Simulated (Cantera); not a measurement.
A closed system holds: 1 mol SiH₂Cl₂, 4.2 mol NH₃, held at 1398 K.

Cantera equilibrium calculation (NASA polynomials, part measured and part estimated; ideal gas, pure solids and liquids). Candidate condensed phases: NH₄Cl, Si, Si₃N₄; 28 gas species. Rates play no part.

### Question
What share of the Si ends up in condensed phases as a function of P (Pa), at 5, 17, 59, 210, 710, 2400, 8400, 29000, 100000?

### Answer
```
P (Pa)  Si condensed (%)        as
------  ----------------  --------
5                   57.3  Si₃N₄(s)
17                  70.1  Si₃N₄(s)
59                  81.4  Si₃N₄(s)
210                 89.7  Si₃N₄(s)
710                 94.4  Si₃N₄(s)
2400                96.8  Si₃N₄(s)
8400                97.9  Si₃N₄(s)
29000               98.2  Si₃N₄(s)
100000              98.0  Si₃N₄(s)
```
